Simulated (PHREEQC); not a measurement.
Solution (25 °C): 160 mmol/kgw CaCl2 and 0.0039 mmol/kgw CO2. Closed to the air; pH follows from the charge balance.

All values are PHREEQC results (ion-association model, phreeqc.dat), not measurements.

Precipitation was switched off in this run.

Q: What pH, activity of water, density does the model give?

A: pH 5.87; activity of water 0.992; density 1.011 g/cm³.

Q: In which forms is C present?

A: CO2 55 %, HCO3- 29 %, CaHCO3+ 15 % of the C.
